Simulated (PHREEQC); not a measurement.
**Acid mine or pickling water: speciation**

A made-up water analysis in mg/L, 48 °C, pH 1.96, pe 11.9: Na 56.4; K 11.8; Ca 145; Mg 72.1; Cl 214; S(6) as SO4 1540; Br 2.56; Zn 0.243.

Valence states are taken as typed.

Model: ion-association model, phreeqc.dat, run in PHREEQC.

Each row changes one thing in this solution. No solid was allowed to form.

```json
[
 {"case": "as made", "ionic strength (mol/kgw)": "0.0366", "K+ (mol/kgw)": "0.000293", "KSO4- (mol/kgw)": "9.56e-6", "SI of Gypsum (CaSO4:2H2O)": "-0.76", "SI of Halite (NaCl)": "-6.58"},
 {"case": "K from 11.8 to 35.4 mg/L", "ionic strength (mol/kgw)": "0.0369", "K+ (mol/kgw)": "0.000879", "KSO4- (mol/kgw)": "2.86e-5", "SI of Gypsum (CaSO4:2H2O)": "-0.76", "SI of Halite (NaCl)": "-6.58"},
 {"case": "Br from 2.56 to 1.28 mg/L", "ionic strength (mol/kgw)": "0.0366", "K+ (mol/kgw)": "0.000293", "KSO4- (mol/kgw)": "9.56e-6", "SI of Gypsum (CaSO4:2H2O)": "-0.76", "SI of Halite (NaCl)": "-6.58"}
]
```

Away from 25 °C the constants follow the database's enthalpies or fits; those with neither stay at their 25 °C values.
